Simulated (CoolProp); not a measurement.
Aqueous potassium formate as a coolant, at 34 °C, 1 atm.

The numbers come from the Melinder's fits for secondary coolants in CoolProp.

| mass % | freezing point (°C) | density (kg/m³) | Prandtl number | viscosity (mPa s) | cp (kJ/(kg K)) |
|---|---|---|---|---|---|
| 4.9 | -2.2 | 1025 | 5.36 | 0.815 | 3.997 |
| 8.3 | -4.0 | 1045 | 5.52 | 0.855 | 3.876 |
| 11.6 | -5.9 | 1065 | 5.66 | 0.893 | 3.760 |
| 14.9 | -7.9 | 1085 | 5.83 | 0.939 | 3.647 |
| 18.2 | -10.3 | 1106 | 6.05 | 0.995 | 3.536 |
| 21.5 | -12.8 | 1127 | 6.34 | 1.06 | 3.427 |
| 24.9 | -15.9 | 1149 | 6.68 | 1.14 | 3.320 |
| 28.2 | -19.2 | 1172 | 7.04 | 1.23 | 3.220 |
| 31.5 | -22.9 | 1195 | 7.42 | 1.32 | 3.125 |
| 34.8 | -27.2 | 1218 | 7.80 | 1.41 | 3.035 |
| 38.1 | -32.0 | 1242 | 8.21 | 1.50 | 2.951 |
